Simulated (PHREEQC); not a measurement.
# Reverse-osmosis permeate: an equilibrium model

A made-up water analysis in mg/kgw, 20 °C, pH 6.89, pe 12.2:

```csv
constituent,mg/kgw
Na,2.49
K,7.65
Ca,2.1
Mg,3.8
Cl,1.26
S(6) as SO4,6.1
Alkalinity as HCO3,34.5
N(5) as NO3,0.0434
```

Na is adjusted to close the charge balance.
Valence states are taken as typed.

All values are PHREEQC results (ion-association model, wateq4f.dat), not measurements.

```yaml
ionic_strength: 0.000991 mol/kgw
```

```csv
species,molality,activity,log γ
HCO3-,0.000564,0.000545,-0.015
K+,0.000196,0.000189,-0.015
CO2,0.000169,0.000169,0.000
Mg+2,0.000154,0.000134,-0.060
Na+,0.000116,0.000112,-0.015
SO4-2,6.15e-5,5.35e-5,-0.061
Ca+2,5.16e-5,4.49e-5,-0.060
Cl-,3.55e-5,3.43e-5,-0.015
MgSO4,1.47e-6,1.47e-6,0.000
MgHCO3+,8.68e-7,8.38e-7,-0.015
NO3-,7.00e-7,6.76e-7,-0.015
CaSO4,4.57e-7,4.57e-7,0.000
CaHCO3+,2.97e-7,2.87e-7,-0.015
CO3-2,2.05e-7,1.78e-7,-0.060
```

No solid was allowed to form. Complexes and solids missing from the database can't appear.
